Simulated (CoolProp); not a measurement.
Water at 856.45 K and 1.62 MPa is compressed adiabatically to 12.4 MPa with isentropic efficiency 0.6. Each further row changes one setting.

Computed with CoolProp (reference Helmholtz-energy equation of state, Wagner 2002).

```tsv
case	work (kJ/kg)	final temperature (K)	final density (kg/m³)
as stated	1650	1539.9	17.4
efficiency 1	989	1288.3	21.0
efficiency 0.65	1520	1492.3	18.0
```
